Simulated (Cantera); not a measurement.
A closed system holds: 1 mol Zr, 0.13 mol O2, 1.2 mol N2, at 2100 °C and 0.140 Pa.

Equilibrium computed with Cantera from the NASA thermochemical tables; the gas is ideal and each condensed phase is pure. Candidate condensed phases: Zr, ZrN, ZrO2; 13 gas species. ZrN: taken at fixed stoichiometry. Kinetics and transport are ignored.

Base state: N2 0.575, Zr 0.290, ZrO 0.135, N 5.43e-5 (mole fractions); condensed: ZrN(s).

Task: What changes in the equilibrium state with this change: temperature from 2100 °C to 1875 °C?

Result: 
| species | before | after |
|---|---|---|
| N2 | 0.575 | 0.875 |
| ZrO | 0.135 | 0.123 |
| Zr | 0.290 | 0.00148 |
| ZrO2 | 7.93e-6 | 0.000584 |
| N | 5.43e-5 | 5.22e-6 |
| O | 5.45e-6 | 1.51e-5 |
| ZrN(s), mol | 0.180 | 0.813 |
| ZrO2(tetragonal), mol | 0 | 0.0735 |
Mutual solubility and eutectic melting of coexisting phases are not modelled. Condensed phases not in the tables: solid solutions among these carbides, nitrides and lower oxides.

Task: What changes in the equilibrium state with this change: pressure from 0.140 Pa to 21.0 Pa?

Result: 
| species | before | after |
|---|---|---|
| N2 | 0.575 | 0.985 |
| ZrO | 0.135 | 0.0149 |
| ZrO2 | 7.93e-6 | 0.000232 |
| Zr | 0.290 | 0.000121 |
| N | 5.43e-5 | 5.80e-6 |
| ZrN(s), mol | 0.180 | 0.864 |
| ZrO2(tetragonal), mol | 0 | 0.124 |
Mutual solubility and eutectic melting of coexisting phases are not modelled. Condensed phases not in the tables: solid solutions among these carbides, nitrides and lower oxides.
